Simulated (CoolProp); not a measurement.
Model: reference Helmholtz-energy equation of state, Gao 2016, in CoolProp.

### Question
For sulfur dioxide, give the phase and the cp (kJ/(kg K)), cv (kJ/(kg K)), speed of sound (m/s) at 193.45 °C and 472 kPa.

### Answer
- 193.45 °C and 472 kPa: gas; cp 0.728, cv 0.588, speed of sound 270
